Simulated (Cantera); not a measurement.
What does this Cantera script print?

```python
import numpy as np
import cantera as ct

gas_names = """
    AL ALCL ALCL2 ALCL3 ALH ALN AL2 AL2CL6 CL CL2 H HCL H2 N NH NH2 NH3 N2 N2H2 N2H4
""".split()
cond_names = """
    AL(cr) AL(L) ALCL3(s) ALCL3(L) ALN(s) NH4CL(a) NH4CL(b)
""".split()


# ... load() reads the species with a 1 bar reference pressure and builds the phases ...
atoms = {
    'AlN': {'AL': 1, 'N': 1},
    'HCl': {'H': 1, 'CL': 1},
    'H2': {'H': 2},
}
top_T = {'ALN(s)': 2750}  # K; cautious upper limits of use, not melting points


# ... equilibrate(T, P, feed) seeds the gas with the atoms and calls Mixture.equilibrate('TP', solver="vcs", rtol=1e-11, max_steps=5000) ...
results = []
feed = {'AlN': 1, 'HCl': 12, 'H2': 1.3}  # mol
P = 1000  # Pa
for T in [798, 898, 998, 1098, 1198, 1298, 1398, 1498, 1598, 1698]:
    mix = equilibrate(T, P, feed)
    results.append((T, P, feed, dict(zip(mix.species_names, mix.species_moles))))

top = {s: max(r[3][s] / sum(r[3][g] for g in gas_names) for r in results) for s in gas_names}
cols = sorted((s for s in top if top[s] > 0.0001), key=lambda s: -top[s])[:5]
seen = [c for c in cond_names if any(r[3].get(c, 0) > 1e-12 for r in results)]
print("log10 of partial pressures in bar; condensed amounts in mol")
print(f"{'T/K':>10s}" + "".join(f"{s[:9]:>10s}" for s in cols + seen))
for T, P, feed, n in results:
    ng = sum(n[g] for g in gas_names)
    print(f"{T:10.4g}" + "".join(f"{np.log10(max(n[s] / ng * P / 1e5, 1e-99)):10.3f}" for s in cols)
          + "".join(f"{n.get(c, 0):10.4g}" for c in seen))
```

Result:

```
log10 of partial pressures in bar; condensed amounts in mol
       T/K       HCL        H2     ALCL3        N2     ALCL2
       798    -2.170    -2.677    -3.126    -3.425   -11.266
       898    -2.170    -2.677    -3.124    -3.425    -9.751
       998    -2.170    -2.677    -3.124    -3.425    -8.545
      1098    -2.170    -2.677    -3.124    -3.425    -7.564
      1198    -2.170    -2.677    -3.124    -3.425    -6.749
      1298    -2.170    -2.677    -3.124    -3.425    -6.062
      1398    -2.170    -2.677    -3.126    -3.425    -5.478
      1498    -2.169    -2.678    -3.131    -3.425    -4.977
      1598    -2.168    -2.682    -3.145    -3.426    -4.552
      1698    -2.167    -2.690    -3.180    -3.428    -4.205
```

These are equilibrium values from Cantera (NASA tables, ideal gas, pure condensed phases), not measurements of a reactor. The tables' values for AlCl2 are old estimates; treat these amounts as uncertain.
